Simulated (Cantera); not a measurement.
Mixture: CO : H2 : O2 : N2 : CO2 : H2O = 1 : 0.51 : 1.35 : 5.07 : 1.4 : 0.15 (molar parts), at 5.33 atm, adiabatic and at constant volume. Ignition delay is the time to a rise of 400 K.

Model: GRI-Mech 3.0 (53 species, 325 reactions), integrated in Cantera. The hydrogen kinetics of GRI-Mech 3.0 are dated; newer H2 mechanisms differ, most at raised pressure. Where the delays flatten at high temperature, the 400 K rule measures the pace of heat release, not the induction time.

### Question
Predict: delay at 1173 K; delay at 1273 K; delay at 1373 K; delay at 1473 K; delay at 1573 K; delay at 1673 K.

### Answer
```json
{
 "delay at 1173 K": "77.1 µs",
 "delay at 1273 K": "18.3 µs",
 "delay at 1373 K": "10.1 µs",
 "delay at 1473 K": "7.23 µs",
 "delay at 1573 K": "6.03 µs",
 "delay at 1673 K": "5.57 µs"
}
```
